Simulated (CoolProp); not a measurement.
500 sccm (0 °C, 1 atm) of nitrogen bubbles through liquid n-octane at 364.4 K and leaves saturated at a total pressure of 0.15 MPa (ideal gas phase). Each further row changes one setting.

The numbers come from the reference Helmholtz-energy equation of state, Beckmüller 2019 in CoolProp.

```
case                      vapour pressure (kPa)  mole fraction of vapour  delivery (mg/min)  delivery (sccm)  change of delivery for a bath 1 K warmer (%)
------------------------  ---------------------  -----------------------  -----------------  ---------------  --------------------------------------------
as stated                                  34.9                    0.233                774              152                                           4.6
bath temperature 369.4 K                   41.4                    0.276                ___              ___                                           4.7
total pressure 0.3 MPa                     34.9                    0.116                336              ___                                           ___
```

**Question.** Complete the blanks.

**Answer.** 
- bath temperature 369.4 K, delivery (mg/min): 972
- bath temperature 369.4 K, delivery (sccm): 191
- total pressure 0.3 MPa, delivery (sccm): 65.9
- total pressure 0.3 MPa, change of delivery for a bath 1 K warmer (%): 4.0
